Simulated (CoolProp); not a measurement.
Vinyl chloride along the isotherm 430 K: Z from the reference equation and from simpler models built on Tc = 425.0 K, pc = 5600 kPa, ω = 0.160; each cubic takes its own stable root.

The numbers come from the reference Helmholtz-energy equation of state, Thol 2022 in CoolProp.

| p (kPa) | phase | reference | van der Waals | Redlich-Kwong | Soave-Redlich-Kwong | Peng-Robinson |
|---|---|---|---|---|---|---|
| 2150 | gas | … | 0.8767 | … | 0.8620 | 0.8482 |
| 4310 | gas | 0.6784 | 0.7066 | 0.6783 | 0.6802 | 0.6549 |
| 6460 | supercritical | 0.2342 | 0.3171 | 0.2811 | 0.2866 | 0.2625 |
| 8620 | supercritical | 0.2581 | 0.3591 | … | 0.3036 | 0.2746 |
| 10800 | supercritical | … | 0.4196 | 0.3462 | 0.3477 | 0.3136 |
| 12900 | supercritical | … | 0.4797 | 0.3914 | 0.3927 | 0.3537 |
| 15100 | supercritical | 0.3940 | 0.5425 | 0.4389 | 0.4400 | … |
| 17200 | supercritical | 0.4383 | 0.6021 | 0.4838 | 0.4849 | 0.4362 |
| 19400 | supercritical | 0.4842 | 0.6639 | 0.5303 | 0.5314 | 0.4778 |
| 21500 | supercritical | 0.5276 | 0.7223 | 0.5742 | 0.5753 | … |
| 23700 | supercritical | 0.5726 | 0.7829 | 0.6196 | 0.6207 | 0.5579 |
| 25800 | supercritical | 0.6152 | 0.8402 | 0.6625 | 0.6635 | 0.5964 |
| 28000 | supercritical | 0.6594 | 0.8998 | 0.7069 | 0.7080 | 0.6363 |

Q: Some entries are withheld; supply them.

A: 
- 2150, reference: 0.8659
- 2150, Redlich-Kwong: 0.8615
- 8620, Redlich-Kwong: 0.3017
- 10800, reference: 0.3027
- 12900, reference: 0.3473
- 15100, Peng-Robinson: 0.3960
- 21500, Peng-Robinson: 0.5171
